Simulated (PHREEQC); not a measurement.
Consider water at 20 °C with 86 mmol/kgw NaHSO4, 1.8 mmol/kgw KOH and 0.91 mmol/kgw KCl. Closed to the air; pH follows from the charge balance.

Computed with PHREEQC (ion-association model, phreeqc.dat).

**Question.** The ionic strength comes out as 0.161 mol/kgw. What activity coefficients do SO4-2, H+, NaSO4-, KSO4-, Cl- get?

**Answer.** SO4-2 0.32, H+ 0.81, NaSO4- 0.76, KSO4- 0.76, Cl- 0.73.

Precipitation was switched off in this run.
